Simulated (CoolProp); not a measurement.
Octamethylcyclotetrasiloxane (D4) at several states: density (kg/m³) from the reference equation and from simpler models built on Tc = 313.4 °C, pc = 1.347 MPa, ω = 0.598; each cubic takes its own stable root.

Values from CoolProp's reference Helmholtz-energy equation of state, Thol 2015.

| T (°C) | p (MPa) | phase | reference | van der Waals | Redlich-Kwong | Soave-Redlich-Kwong | Peng-Robinson |
|---|---|---|---|---|---|---|---|
| 146.35 | 7.84 | liquid | 831.0 | 525.8 | 734.4 | ___ | 864.7 |
| 189.85 | 0.0596 | gas | 4.778 | ___ | ___ | 4.766 | 4.776 |
| 303.75 | 7.74 | liquid | 646.8 | ___ | 603.5 | 607.2 | 676.9 |

What belongs in the gaps?


- 146.35, Soave-Redlich-Kwong: 770.5
- 189.85, van der Waals: 4.702
- 189.85, Redlich-Kwong: 4.734
- 303.75, van der Waals: 466.5
